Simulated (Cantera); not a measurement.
Thermodynamics of calcination and drying, feed Ca(OH)₂ + C + O₂

Charge: 1 mol Ca(OH)₂, 0.025 mol C, 0.47 mol O₂, at 158 Torr.

Equilibrium computed with Cantera from the NASA thermochemical tables; the gas is ideal and each condensed phase is pure. Candidate condensed phases: C, C₆H₆, C₇H₈, C₈H₁₈, Ca, CaCO₃, CaO, Ca(OH)₂, H₂O; 115 gas species. Equilibrium is a limit: real reactors are often held back by kinetics, nucleation or transport.

| T (K) | x H₂O | x O₂ | x CO₂ | x OH | x H₂ | x O | x HO₂ | n CaCO₃(calcite) | n CaO(s) |
|---|---|---|---|---|---|---|---|---|---|
| 850 | 0.687 | 0.306 | 0.00683 | 1.56e-8 | 1.24e-12 | <1e-12 | 1.31e-10 | 0.0151 | 0.985 |
| 900 | 0.680 | 0.303 | 0.0170 | 5.54e-8 | 8.63e-12 | 6.46e-12 | 3.67e-10 | 0 | 1.00 |
| 950 | 0.680 | 0.303 | 0.0170 | 1.74e-7 | 4.92e-11 | 3.82e-11 | 9.35e-10 | 0 | 1.00 |
| 1000 | 0.680 | 0.303 | 0.0170 | 4.85e-7 | 2.36e-10 | 1.89e-10 | 2.17e-9 | 0 | 1.00 |
| 1050 | 0.680 | 0.303 | 0.0170 | 1.23e-6 | 9.76e-10 | 8.03e-10 | 4.65e-9 | 0 | 1.00 |
| 1100 | 0.680 | 0.303 | 0.0170 | 2.87e-6 | 3.56e-9 | 3.00e-9 | 9.29e-9 | 0 | 1.00 |
| 1150 | 0.680 | 0.303 | 0.0170 | 6.22e-6 | 1.16e-8 | 9.98e-9 | 1.75e-8 | 0 | 1.00 |
| 1200 | 0.680 | 0.303 | 0.0170 | 1.26e-5 | 3.43e-8 | 3.01e-8 | 3.13e-8 | 0 | 1.00 |
| 1250 | 0.680 | 0.303 | 0.0170 | 2.43e-5 | 9.31e-8 | 8.31e-8 | 5.33e-8 | 0 | 1.00 |
| 1300 | 0.680 | 0.303 | 0.0170 | 4.43e-5 | 2.34e-7 | 2.12e-7 | 8.73e-8 | 0 | 1.00 |
| 1350 | 0.680 | 0.303 | 0.0170 | 7.74e-5 | 5.51e-7 | 5.07e-7 | 1.38e-7 | 0 | 1.00 |
| 1400 | 0.680 | 0.303 | 0.0170 | 0.000130 | 1.22e-6 | 1.14e-6 | 2.11e-7 | 0 | 1.00 |
| 1450 | 0.680 | 0.303 | 0.0170 | 0.000210 | 2.56e-6 | 2.41e-6 | 3.13e-7 | 0 | 1.00 |
| 1500 | 0.680 | 0.303 | 0.0170 | 0.000330 | 5.10e-6 | 4.87e-6 | 4.52e-7 | 0 | 1.000 |
x: gas mole fraction; n: condensed amount in mol.

At 850 K the condensed part is CaCO₃(calcite) + CaO(s). From 900 K to 1500 K the condensed part is CaO(s).
